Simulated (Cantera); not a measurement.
A jet of 6.63 % CH4, 7.50 % O2, 85.9 % N2, equivalence ratio 1.8 at 300 K and 0.0250 bar hits a platinum plate 2.3 cm away at a mass flux of 0.13 kg/m²/s; the plate temperature is set and raised in steps from an oxygen-covered start.

Cantera simulation using Deutschmann's 1995 Pt surface mechanism with GRI-Mech 3.0 gas chemistry; the numbers are that mechanism's predictions, not measurements. Catalytic surfaces can have several steady states; this one follows from the mechanism file's or the stated starting coverage.

x: mole fraction at the wall; θ: surface coverage.

| plate T (K) | wall x CH4 | wall x O2 | wall x H2O | wall x OH | wall x CO | wall x CO2 | θ free Pt | θ CO* | θ C* |
|---|---|---|---|---|---|---|---|---|---|
| 900 | 0.0269 | 0.0117 | 0.0719 | <1e-8 | 0.0396 | … | 0.779 | 0.203 | 0.0176 |
| 950 | 0.0247 | 0.0109 | 0.0722 | <1e-8 | 0.0432 | … | 0.840 | 0.104 | 0.0556 |
| 1000 | 0.0225 | 0.00998 | 0.0715 | <1e-8 | 0.0454 | … | 0.907 | 0.0561 | 0.0362 |
| 1050 | 0.0212 | 0.00958 | 0.0706 | <1e-8 | 0.0464 | … | 0.953 | 0.0301 | 0.0158 |
| 1100 | 0.0208 | 0.00959 | 0.0697 | 1.06e-8 | 0.0463 | … | 0.977 | 0.0160 | 0.00624 |
| 1150 | 0.0209 | 0.00979 | 0.0686 | 3.12e-8 | 0.0456 | … | 0.988 | 0.00869 | 0.00253 |
| 1200 | 0.0211 | 0.0101 | 0.0673 | 8.42e-8 | 0.0443 | … | 0.993 | 0.00484 | 0.00110 |
| 1250 | 0.0213 | 0.0104 | 0.0658 | 2.09e-7 | 0.0427 | … | 0.996 | 0.00278 | 0.000512 |

**Question.** Some entries are withheld; supply them.

**Answer.** 
- 900, wall x CO2: 0.00195
- 950, wall x CO2: 0.000446
- 1000, wall x CO2: 0.000508
- 1050, wall x CO2: 0.000818
- 1100, wall x CO2: 0.00138
- 1150, wall x CO2: 0.00225
- 1200, wall x CO2: 0.00346
- 1250, wall x CO2: 0.00500
